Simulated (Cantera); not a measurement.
**Low-pressure radical oxidation in H2/O2**

A perfectly stirred reactor is fed with 3.10 % H₂, 96.9 % O₂, equivalence ratio 0.016, at 10.00 Torr; it is held at 1375 K, and followed from long to short residence time.

Detailed kinetics in Cantera: GRI-Mech 3.0 (53 species, 325 reactions). Radical loss at walls, strong at low pressure, is not modelled.

```tsv
τ (s)	x H₂	x O₂	x OH	x H₂O	x H₂O₂	x O	x H
2.7	5.49e-5	0.965	0.00127	0.0307	1.74e-8	0.00269	9.50e-5
1.2	8.87e-5	0.963	0.00163	0.0304	2.15e-8	0.00440	0.000199
0.51	0.000143	0.960	0.00206	0.0300	2.59e-8	0.00713	0.000409
0.22	0.000221	0.956	0.00253	0.0294	2.99e-8	0.0108	0.000762
0.099	0.000323	0.952	0.00296	0.0288	3.31e-8	0.0147	0.00123
0.043	0.000473	0.948	0.00336	0.0281	3.60e-8	0.0184	0.00175
0.019	0.000715	0.945	0.00371	0.0274	3.92e-8	0.0208	0.00221
0.0083	0.00119	0.944	0.00411	0.0265	4.40e-8	0.0217	0.00259
0.0037	0.00214	0.944	0.00462	0.0251	5.16e-8	0.0211	0.00291
0.0016	0.00417	0.946	0.00528	0.0226	6.23e-8	0.0190	0.00315
```
x: mole fraction; the columns are a selection and need not sum to one.
